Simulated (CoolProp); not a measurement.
Values from CoolProp's reference Helmholtz-energy equation of state, Smukala 2000.

Problem. Give the vapour pressure (kPa), vapour density (kg/m³), enthalpy of vaporisation (kJ/kg) of saturated ethylene at -50.05, -28.45, -6.75 °C.

Solution. 
| T (°C) | p (kPa) | vapour density (kg/m³) | enthalpy of vaporisation (kJ/kg) |
|---|---|---|---|
| -50.05 | 1060 | 19.3 | 384 |
| -28.45 | 2020 | 38.2 | 323 |
| -6.75 | 3500 | 76.2 | 230 |
